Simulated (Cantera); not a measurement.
Input: 1 mol Si₂Cl₆, 3.6 mol HCl, 74 mol N₂, equilibrated at 56.3 Torr.

Equilibrium computed with Cantera from the NASA thermochemical tables; the gas is ideal and each condensed phase is pure. Candidate condensed phases: NH₄Cl, Si, Si₃N₄; 28 gas species. The feed counts by its element totals alone. N₂ is the only nitrogen source here; it is nearly inert below about 1500 K, so the nitride shown seldom forms there in practice. The tables' values for SiCl₃ are old estimates; treat these amounts as uncertain. Kinetics and transport are ignored.

x: gas mole fraction; n: condensed amount in mol.

```json
[
 {"T (°C)": "1077", "x N₂": "0.935", "x HCl": "0.0402", "x SiCl₄": "0.0179", "x SiCl₂": "0.00147", "x SiCl₃": "0.00229", "n Si₃N₄(s)": "…"},
 {"T (°C)": "1102", "x N₂": "0.935", "x HCl": "0.0402", "x SiCl₄": "0.0170", "x SiCl₂": "0.00225", "x SiCl₃": "0.00288", "n Si₃N₄(s)": "…"},
 {"T (°C)": "1127", "x N₂": "0.934", "x HCl": "0.0401", "x SiCl₄": "0.0159", "x SiCl₂": "0.00335", "x SiCl₃": "0.00355", "n Si₃N₄(s)": "…"},
 {"T (°C)": "1152", "x N₂": "0.933", "x HCl": "0.0400", "x SiCl₄": "0.0146", "x SiCl₂": "0.00488", "x SiCl₃": "0.00426", "n Si₃N₄(s)": "…"},
 {"T (°C)": "1177", "x N₂": "0.932", "x HCl": "0.0398", "x SiCl₄": "0.0131", "x SiCl₂": "0.00690", "x SiCl₃": "0.00497", "n Si₃N₄(s)": "…"},
 {"T (°C)": "1202", "x N₂": "0.932", "x HCl": "0.0407", "x SiCl₄": "0.0122", "x SiCl₂": "0.00765", "x SiCl₃": "0.00524", "n Si₃N₄(s)": "0"},
 {"T (°C)": "1227", "x N₂": "0.931", "x HCl": "0.0417", "x SiCl₄": "0.0116", "x SiCl₂": "0.00806", "x SiCl₃": "0.00543", "n Si₃N₄(s)": "0"},
 {"T (°C)": "1252", "x N₂": "0.931", "x HCl": "0.0425", "x SiCl₄": "0.0111", "x SiCl₂": "0.00840", "x SiCl₃": "0.00561", "n Si₃N₄(s)": "0"}
]
```

Problem. Fill in the missing entries.

Solution. 
- 1077, n Si₃N₄(s): 0.0964
- 1102, n Si₃N₄(s): 0.0822
- 1127, n Si₃N₄(s): 0.0630
- 1152, n Si₃N₄(s): 0.0376
- 1177, n Si₃N₄(s): 0.00509
